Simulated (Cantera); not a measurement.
Input (Python, Cantera) and output of one run.

```python
import numpy as np
import cantera as ct

gas_names = """
    N NO NO2 NO3 N2 N2O O O2 O3 Pb PbO Pb2
""".split()
cond_names = """
    Pb(cr) Pb(L) PbO(rd) PbO(yw) PbO(L) PbO2(s) Pb3O4(s)
""".split()


# ... load() reads the species with a 1 bar reference pressure and builds the phases ...
atoms = {
    'PbO': {'Pb': 1, 'O': 1},
    'N2': {'N': 2},
}
top_T = {'Pb3O4(s)': 820}  # K; cautious upper limits of use, not melting points


# ... equilibrate(T, P, feed) seeds the gas with the atoms and calls Mixture.equilibrate('TP', solver="vcs", rtol=1e-11, max_steps=5000) ...
results = []
feed = {'PbO': 1, 'N2': 18}  # mol
P = 19  # Pa
for T in [675, 750, 825, 900, 975, 1050, 1125, 1200, 1275, 1350, 1425, 1500]:
    mix = equilibrate(T, P, feed)
    results.append((T, P, feed, dict(zip(mix.species_names, mix.species_moles))))
    x = sorted(zip(gas.X, gas.species_names), reverse=True)
    print(f"T = {T:g} K  P = {P:g} Pa  gas = {mix.phase_moles(0):.4g} mol")
    print("   x: " + "  ".join(f"{s} {v:.3e}" for v, s in x if v > 1e-05))
    print("   condensed (mol): " + ("  ".join(f"{mix.phase(i).name} {mix.phase_moles(i):.4g}"
          for i in range(1, mix.n_phases) if mix.phase_moles(i) > 1e-12) or "none"))
```

It prints:

```
T = 675 K  P = 19 Pa  gas = 18 mol
   x: N2 1.000e+00
   condensed (mol): PbO(rd) 1
T = 750 K  P = 19 Pa  gas = 18 mol
   x: N2 1.000e+00
   condensed (mol): PbO(rd) 1
T = 825 K  P = 19 Pa  gas = 18 mol
   x: N2 1.000e+00
   condensed (mol): PbO(yw) 1
T = 900 K  P = 19 Pa  gas = 18 mol
   x: N2 9.999e-01  PbO 3.928e-05
   condensed (mol): PbO(yw) 0.9991
T = 975 K  P = 19 Pa  gas = 18.02 mol
   x: N2 9.991e-01  PbO 6.830e-04  Pb 1.312e-04  O2 6.535e-05
   condensed (mol): PbO(yw) 0.9853
T = 1050 K  P = 19 Pa  gas = 18.18 mol
   x: N2 9.901e-01  PbO 7.790e-03  Pb 1.391e-03  O2 6.940e-04
   condensed (mol): PbO(yw) 0.8331
T = 1125 K  P = 19 Pa  gas = 19.08 mol
   x: N2 9.434e-01  PbO 4.403e-02  Pb 8.380e-03  O2 4.182e-03  NO 1.639e-05
   condensed (mol): none
T = 1200 K  P = 19 Pa  gas = 19.13 mol
   x: N2 9.410e-01  PbO 3.878e-02  Pb 1.350e-02  O2 6.731e-03  NO 3.826e-05
   condensed (mol): none
T = 1275 K  P = 19 Pa  gas = 19.19 mol
   x: N2 9.380e-01  PbO 3.243e-02  Pb 1.968e-02  O2 9.801e-03  NO 7.904e-05
   condensed (mol): none
T = 1350 K  P = 19 Pa  gas = 19.25 mol
   x: N2 9.349e-01  Pb 2.622e-02  PbO 2.572e-02  O2 1.304e-02  NO 1.470e-04
   condensed (mol): none
T = 1425 K  P = 19 Pa  gas = 19.31 mol
   x: N2 9.319e-01  Pb 3.233e-02  PbO 1.945e-02  O2 1.603e-02  NO 2.499e-04  O 1.275e-05
   condensed (mol): none
T = 1500 K  P = 19 Pa  gas = 19.36 mol
   x: N2 9.294e-01  Pb 3.745e-02  O2 1.851e-02  PbO 1.420e-02  NO 3.945e-04  O 4.002e-05
   condensed (mol): none
```

Cantera equilibrium calculation (NASA polynomials, part measured and part estimated; ideal gas, pure solids and liquids).
